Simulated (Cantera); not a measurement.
Input: 1 mol Si, 1.1 mol HCl, 3.7 mol H₂, held at 22500 Torr.

Cantera equilibrium calculation (NASA polynomials, part measured and part estimated; ideal gas, pure solids and liquids). Candidate condensed phases: Si; 19 gas species. Equilibrium is a limit: real reactors are often held back by kinetics, nucleation or transport. All values below are at 375 °C.

Base state: H₂ 0.923, SiHCl₃ 0.0488, SiCl₄ 0.0219, SiH₂Cl₂ 0.00629, SiH₃Cl 0.000166, HCl 3.23e-5 (mole fractions); condensed: Si(s).

Question: What changes in the equilibrium state with this change: pressure from 22500 Torr to 750 Torr?

Answer: 
| species | before | after |
|---|---|---|
| H₂ | 0.923 | 0.930 |
| SiCl₄ | 0.0219 | 0.0371 |
| SiHCl₃ | 0.0488 | 0.0312 |
| SiH₃Cl | 0.000166 | 1.50e-5 |
| SiH₂Cl₂ | 0.00629 | 0.00151 |
| HCl | 3.23e-5 | 8.66e-5 |
| Si(s), mol | 0.656 | 0.687 |
